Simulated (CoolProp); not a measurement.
A Linde-Hampson liquefier for carbon monoxide: isothermal reversible compression at 300 K from 1 atm to 40 MPa, throttling to 1 atm, return gas leaving the recuperator 10 K below the feed. Each further row changes one setting.

Model: reference Helmholtz-energy equation of state, Lemmon 2006, in CoolProp. It is a short technical equation, of lower accuracy than the large ones.

```csv
case,liquid yield per pass,compression work (kJ/kg of gas)
as stated,…,539
high pressure 80 MPa,…,…
warm-end temperature 330 K,0.057,…
warm-end gap 15 K,…,539
```

Problem. Fill in the missing entries.

Solution. 
- as stated, liquid yield per pass: 0.084
- high pressure 80 MPa, liquid yield per pass: 0.044
- high pressure 80 MPa, compression work (kJ/kg of gas): 629
- warm-end temperature 330 K, compression work (kJ/kg of gas): 597
- warm-end gap 15 K, liquid yield per pass: 0.073
